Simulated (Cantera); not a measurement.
Input (Python, Cantera) and output of one run.

```python
import numpy as np
import cantera as ct

gas_names = """
    C CH CH2 CH3 CH4 CN C2 C2H C2H2,acetylene C2H2,vinylidene C2H3,vinyl CH3CN C2H4 C2H5 C2H6 CCN CNC
    C2N2 C3 C3H3,propargyl C3H4,allene C3H4,propyne C3H4,cyclo- C3H5,allyl C3H6,propylene C3H6,cyclo-
    C3H7,n-propyl C3H7,i-propyl C3H8 C4 C4H2 C4H4,1,3-cyclo- C4H6,butadiene C4H6,2-butyne C4H6,cyclo-
    C4H8,1-butene C4H8,cis2-buten C4H8,tr2-butene C4H8,isobutene C4H8,cyclo- C4H9,n-butyl C4H9,i-butyl
    C4H9,s-butyl C4H9,t-butyl C4H10,isobutane C4H10,n-butane C4N2 C5 C5H6,1,3cyclo- C5H8,cyclo-
    C5H10,1-pentene C5H10,cyclo- C5H11,pentyl C5H11,t-pentyl C5H12,n-pentane C5H12,i-pentane
    CH3C(CH3)2CH3 C6H2 C6H5,phenyl C6H6 C6H10,cyclo- C6H12,1-hexene C6H12,cyclo- C6H13,n-hexyl
    C7H7,benzyl C7H8 C7H14,1-heptene C7H15,n-heptyl C7H16,n-heptane C8H8,styrene C8H10,ethylbenz
    C8H16,1-octene C8H17,n-octyl C8H18,isooctane C8H18,n-octane C9H19,n-nonyl C10H8,naphthale
    C10H21,n-decyl C12H9,o-bipheny C12H10,bipheny H HCN HCCN HNC H2 N NH NH2 NH3 N2 N2H2 N2H4
""".split()
cond_names = """
    C(gr) C6H6(L) C7H8(L) C8H18(L),n-octa
""".split()


def load(file, names, dense=False):
    # The tables refer to 1 bar. Condensed volumes are neglected.
    table = {s.name: s for s in ct.Species.list_from_file(file)}
    out = []
    for n in names:
        d = dict(table[n].input_data)
        d["thermo"] = dict(d["thermo"], **{"reference-pressure": 1e5})
        if dense:
            d["equation-of-state"] = {"model": "constant-volume", "density": "1e6 g/cm^3"}
        out.append(ct.Species.from_dict(d))
    return out


gas = ct.Solution(thermo="ideal-gas", species=load("nasa_gas.yaml", gas_names))
cond = {s.name: ct.Solution(thermo="fixed-stoichiometry", species=[s], name=s.name)
        for s in load("nasa_condensed.yaml", cond_names, dense=True)}
atoms = {
    'C2H2': {'C': 2, 'H': 2},
    'NH3': {'N': 1, 'H': 3},
}
top_T = {'C(gr)': 4500}  # K; cautious upper limits of use, not melting points


def equilibrate(T, P, feed):
    n = {}
    for name, mol in feed.items():
        for a, k in atoms[name].items():
            n[a] = n.get(a, 0.0) + k * mol
    gas.TPX = T, P, n
    mass = sum(n.values()) * gas.mean_molecular_weight
    gas.equilibrate("TP")
    valid = [c for c in cond.values() if c.min_temp <= T <= top_T.get(c.name, c.max_temp)]
    mix = ct.Mixture([(gas, mass / gas.mean_molecular_weight)] + [(c, 0.0) for c in valid])
    mix.T, mix.P = T, P
    mix.equilibrate("TP", solver="vcs", rtol=1e-11, max_steps=5000)
    return mix


results = []
feed = {'C2H2': 1, 'NH3': 1.7}  # mol
P = 790  # Pa
for T in [1625, 1725, 1825, 1925, 2025, 2125, 2225, 2325, 2425]:
    mix = equilibrate(T, P, feed)
    results.append((T, P, feed, dict(zip(mix.species_names, mix.species_moles))))

top = {s: max(r[3][s] / sum(r[3][g] for g in gas_names) for r in results) for s in gas_names}
cols = sorted((s for s in top if top[s] > 0.001), key=lambda s: -top[s])[:6]
seen = [c for c in cond_names if any(r[3].get(c, 0) > 1e-12 for r in results)]
print("log10 of partial pressures in bar; condensed amounts in mol")
print(f"{'T/K':>10s}" + "".join(f"{s[:9]:>10s}" for s in cols + seen))
for T, P, feed, n in results:
    ng = sum(n[g] for g in gas_names)
    print(f"{T:10.4g}" + "".join(f"{np.log10(max(n[s] / ng * P / 1e5, 1e-99)):10.3f}" for s in cols)
          + "".join(f"{n.get(c, 0):10.4g}" for c in seen))
```

Output:

```
log10 of partial pressures in bar; condensed amounts in mol
       T/K        H2        N2         H       HCN C2H2,acet       HNC     C(gr)
      1625    -2.196    -2.818    -5.250    -5.130    -6.645    -6.740     1.995
      1725    -2.197    -2.819    -4.830    -4.885    -6.233    -6.383     1.992
      1825    -2.199    -2.821    -4.455    -4.669    -5.867    -6.066     1.986
      1925    -2.202    -2.824    -4.120    -4.477    -5.541    -5.784     1.977
      2025    -2.207    -2.828    -3.819    -4.307    -5.251    -5.533     1.964
      2125    -2.217    -2.835    -3.548    -4.156    -4.993    -5.309     1.946
      2225    -2.232    -2.846    -3.305    -4.025    -4.765    -5.111     1.921
      2325    -2.257    -2.860    -3.087    -3.913    -4.567    -4.939     1.889
      2425    -2.293    -2.880    -2.894    -3.820    -4.400    -4.791     1.848
```

Method: chemical equilibrium by Gibbs-energy minimisation in Cantera with the NASA 1993 tables (ideal gas, pure condensed phases).
